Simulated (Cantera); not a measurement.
Feed: 1 mol Fe(CO)₅, a varied amount of N₂, at 1450 K and 18.0 Torr.

These are equilibrium values from Cantera (NASA tables, ideal gas, pure condensed phases), not measurements of a reactor. Candidate condensed phases: C, Fe, Fe(CO)₅, FeO, Fe₂O₃, Fe₃O₄; 27 gas species. Kinetics and transport are ignored.

### Question
At 2.2 mol N₂, list the 3 most abundant gas species with their mole fractions, and the condensed phases.

### Answer
CO 0.694, N₂ 0.306, CO₂ 1.21e-5. Condensed: Fe(γ).
